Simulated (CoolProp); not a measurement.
The fluid at 370.12 K and 0.0824 MPa is throttled through a valve to 0.0547 MPa with no heat exchange. The same conditions are run with several fluids, on thermodynamics alone (safety and materials aside).

Computed with CoolProp (reference Helmholtz-energy equation of state of each fluid (n-heptane: Span 2003; carbon dioxide: Span 1996; isobutene: Lemmon 2005; ethylene: Smukala 2000; benzene: Thol 2012)).

```json
[
 {"fluid": "n-heptane", "temperature change (K)": "(withheld)", "final density (kg/m³)": "1.84"},
 {"fluid": "carbon dioxide", "temperature change (K)": "-0.2", "final density (kg/m³)": "0.784"},
 {"fluid": "isobutene", "temperature change (K)": "(withheld)", "final density (kg/m³)": "(withheld)"},
 {"fluid": "ethylene", "temperature change (K)": "-0.2", "final density (kg/m³)": "0.500"},
 {"fluid": "benzene", "temperature change (K)": "(withheld)", "final density (kg/m³)": "1.41"}
]
```

Q: Some entries are withheld; supply them.

A: 
- n-heptane, temperature change (K): -0.9
- isobutene, temperature change (K): -0.3
- isobutene, final density (kg/m³): 1.01
- benzene, temperature change (K): -0.8
